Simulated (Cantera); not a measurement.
A closed system holds: 1 mol B2O3, 2.4 mol O2, 0.42 mol N2, held at 1350 °C and 11.0 Pa.

Equilibrium computed with Cantera from the NASA thermochemical tables; the gas is ideal and each condensed phase is pure. Candidate condensed phases: B, BN, B2O3; 17 gas species. Equilibrium is a limit: real reactors are often held back by kinetics, nucleation or transport.

Base state: O2 0.617, B2O3 0.248, N2 0.109, BO2 0.0231, O 0.00143, NO 0.00136, BO 1.16e-5 (mole fractions); condensed: gas only.

**Question.** What changes in the equilibrium state with this change: 0.049 mol NH3 added?

**Answer.** 
```json
[
 {"species": "O2", "before": "0.617", "after": "0.598"},
 {"species": "B2O3", "before": "0.248", "after": "0.227"},
 {"species": "N2", "before": "0.109", "after": "0.113"},
 {"species": "HBO2", "before": "0", "after": "0.0369"},
 {"species": "BO2", "before": "0.0231", "after": "0.0219"},
 {"species": "H2O", "before": "0", "after": "0.000303"},
 {"species": "OH", "before": "0", "after": "0.000147"},
 {"species": "BO", "before": "1.16e-5", "after": "1.11e-5"},
 {"species": "O", "before": "0.00143", "after": "0.00140"},
 {"species": "NO", "before": "0.00136", "after": "0.00137"}
]
```
Further candidate phases: B3O3H3, H2O.

**Question.** What changes in the equilibrium state with this change: N2 from 0.42 to 0.12 mol?

**Answer.** 
```csv
species,before,after
O2,0.617,0.670
B2O3,0.248,0.270
N2,0.109,0.0335
BO2,0.0231,0.0246
NO,0.00136,0.000786
O,0.00143,0.00149
BO,1.16e-5,1.18e-5
```

**Question.** What changes in the equilibrium state with this change: pressure from 11.0 Pa to 91.0 Pa?

**Answer.** 
```tsv
species	before	after
O2	0.617	0.632
B2O3	0.248	0.242
N2	0.109	0.111
BO2	0.0231	0.0136
BO	1.16e-5	2.33e-6
O	0.00143	0.000502
B2O3(l), mol	0	0.0611
```
